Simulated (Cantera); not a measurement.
What does this Cantera script print?

```python
import numpy as np
import cantera as ct

gas_names = """
    AL ALO ALO2 AL2 AL2O AL2O2 O O2 O3 Ti TiO TiO2
""".split()
cond_names = """
    AL(cr) AL(L) AL2O3(a) AL2O3(L) Ti(a) Ti(b) Ti(L) TiO(a) TiO(b) TiO(L) TiO2(ru) TiO2(L) Ti2O3(a)
    Ti2O3(b) Ti2O3(L) Ti3O5(a) Ti3O5(b) Ti3O5(L) Ti4O7(s) Ti4O7(L)
""".split()


# ... load() reads the species with a 1 bar reference pressure and builds the phases ...
atoms = {
    'TiO2': {'Ti': 1, 'O': 2},
    'Al2O3': {'AL': 2, 'O': 3},
    'O2': {'O': 2},
}
top_T = {}  # K; cautious upper limits of use, not melting points


# ... equilibrate(T, P, feed) seeds the gas with the atoms and calls Mixture.equilibrate('TP', solver="vcs", rtol=1e-11, max_steps=5000) ...
results = []
feed = {'TiO2': 1, 'Al2O3': 2.4, 'O2': 8.6}  # mol
P = 133.322  # Pa
for T in [1648, 1698, 1748, 1798, 1848, 1898, 1948, 1998, 2048, 2098, 2148, 2198, 2248, 2298]:
    mix = equilibrate(T, P, feed)
    results.append((T, P, feed, dict(zip(mix.species_names, mix.species_moles))))

top = {s: max(r[3][s] / sum(r[3][g] for g in gas_names) for r in results) for s in gas_names}
cols = sorted((s for s in top if top[s] > 0.0001), key=lambda s: -top[s])[:8]
seen = [c for c in cond_names if any(r[3].get(c, 0) > 1e-12 for r in results)]
print("log10 of partial pressures in bar; condensed amounts in mol")
print(f"{'T/K':>10s}" + "".join(f"{s[:9]:>10s}" for s in cols + seen))
for T, P, feed, n in results:
    ng = sum(n[g] for g in gas_names)
    print(f"{T:10.4g}" + "".join(f"{np.log10(max(n[s] / ng * P / 1e5, 1e-99)):10.3f}" for s in cols)
          + "".join(f"{n.get(c, 0):10.4g}" for c in seen))
```

It prints:

```
log10 of partial pressures in bar; condensed amounts in mol
       T/K        O2         O      TiO2  AL2O3(a)  TiO2(ru)   TiO2(L)
      1648    -2.875    -6.034   -10.073       2.4         1         0
      1698    -2.876    -5.797    -9.501       2.4         1         0
      1748    -2.876    -5.573    -8.961       2.4         1         0
      1798    -2.877    -5.361    -8.453       2.4         1         0
      1848    -2.877    -5.161    -7.973       2.4    0.9999         0
      1898    -2.879    -4.972    -7.519       2.4    0.9998         0
      1948    -2.880    -4.793    -7.089       2.4    0.9995         0
      1998    -2.883    -4.623    -6.681       2.4    0.9986         0
      2048    -2.887    -4.462    -6.294       2.4    0.9967         0
      2098    -2.892    -4.309    -5.926       2.4    0.9922         0
      2148    -2.899    -4.164    -5.590       2.4         0    0.9829
      2198    -2.909    -4.028    -5.294       2.4         0    0.9658
      2248    -2.922    -3.899    -5.012       2.4         0    0.9335
      2298    -2.940    -3.779    -4.743       2.4         0    0.8737
```

Method: chemical equilibrium by Gibbs-energy minimisation in Cantera with the NASA 1993 tables (ideal gas, pure condensed phases). Mutual solubility and eutectic melting of coexisting phases are not modelled. Condensed phases not in the tables: mixed aluminates and titanates, alloys, solid solutions and most ternary compounds.
